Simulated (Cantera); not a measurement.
Input (Python, Cantera) and output of one run.

```python
import numpy as np
import cantera as ct

gas_names = [...]  # 95 gases of nasa_gas.yaml made of C, F, H
cond_names = """
    C(gr) C6H6(L) C7H8(L) C8H18(L),n-octa
""".split()


# ... load() reads the species with a 1 bar reference pressure and builds the phases ...
atoms = {
    'CH3F': {'C': 1, 'H': 3, 'F': 1},
    'F2': {'F': 2},
}
top_T = {'C(gr)': 4500}  # K; cautious upper limits of use, not melting points


# ... equilibrate(T, P, feed) seeds the gas with the atoms and calls Mixture.equilibrate('TP', solver="vcs", rtol=1e-11, max_steps=5000) ...
results = []
feed = {'CH3F': 1, 'F2': 0.025}  # mol
P = 48  # Pa
for T in [623, 773, 923, 1073, 1223, 1373, 1523, 1673, 1823, 1973, 2123, 2273, 2423, 2573]:
    mix = equilibrate(T, P, feed)
    results.append((T, P, feed, dict(zip(mix.species_names, mix.species_moles))))

top = {s: max(r[3][s] / sum(r[3][g] for g in gas_names) for r in results) for s in gas_names}
cols = sorted((s for s in top if top[s] > 0.0001), key=lambda s: -top[s])[:7]
seen = [c for c in cond_names if any(r[3].get(c, 0) > 1e-12 for r in results)]
print("log10 of partial pressures in bar; condensed amounts in mol")
print(f"{'T/K':>10s}" + "".join(f"{s[:9]:>10s}" for s in cols + seen))
for T, P, feed, n in results:
    ng = sum(n[g] for g in gas_names)
    print(f"{T:10.4g}" + "".join(f"{np.log10(max(n[s] / ng * P / 1e5, 1e-99)):10.3f}" for s in cols)
          + "".join(f"{n.get(c, 0):10.4g}" for c in seen))
```

Result:

```
log10 of partial pressures in bar; condensed amounts in mol
       T/K        HF         H        H2       CH4         F        C3 C2H2,acet     C(gr)
       623    -3.602   -17.450    -3.644    -5.580   -28.570   -58.810   -19.737     0.989
       773    -3.604   -13.860    -3.637    -6.947   -22.801   -45.130   -16.041    0.9995
       923    -3.604   -11.430    -3.636    -7.906   -18.893   -35.912   -13.560    0.9999
      1073    -3.604    -9.672    -3.636    -8.610   -16.069   -29.286   -11.780         1
      1223    -3.604    -8.340    -3.636    -9.148   -13.933   -24.299   -10.441         1
      1373    -3.604    -7.296    -3.636    -9.571   -12.259   -20.413    -9.399         1
      1523    -3.604    -6.455    -3.637    -9.911   -10.912   -17.302    -8.564         1
      1673    -3.605    -5.763    -3.639   -10.193    -9.804   -14.758    -7.883    0.9999
      1823    -3.607    -5.186    -3.645   -10.437    -8.876   -12.640    -7.320    0.9996
      1973    -3.613    -4.702    -3.665   -10.671    -8.085   -10.850    -6.858    0.9988
      2123    -3.627    -4.302    -3.713   -10.930    -7.398    -9.320    -6.494    0.9971
      2273    -3.654    -3.983    -3.814   -11.274    -6.785    -7.996    -6.238    0.9942
      2423    -3.694    -3.753    -4.003   -11.773    -6.214    -6.841    -6.114    0.9884
      2573    -3.740    -3.615    -4.302   -12.477    -5.653    -5.825    -6.138    0.9578
```

Method: chemical equilibrium by Gibbs-energy minimisation in Cantera with the NASA 1993 tables (ideal gas, pure condensed phases).
